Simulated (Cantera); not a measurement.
A closed system holds: 1 mol SiH2Cl2, 570 mol H2, 0.034 mol HCl, at 1900 K and 24.0 mbar.

Cantera equilibrium calculation (NASA polynomials, part measured and part estimated; ideal gas, pure solids and liquids). Candidate condensed phases: Si; 19 gas species. The tables' values for SiCl are old estimates; treat these amounts as uncertain. Gases not in the tables: Si2H6 and higher silanes. Kinetics and transport are ignored.

### Question
What is the equilibrium state?

### Answer
```json
{
 "x(H2)": "0.991",
 "x(H)": "0.00510",
 "x(HCl)": "0.00345",
 "x(Si)": "0.000525",
 "x(SiH)": "7.03e-5",
 "x(SiH2)": "5.78e-5",
 "x(SiCl2)": "3.25e-5",
 "x(SiCl)": "1.39e-5",
 "x(Cl)": "1.34e-5",
 "n(Si(l))": "0.592 mol",
 "gas_amount": "573.8 mol"
}
```
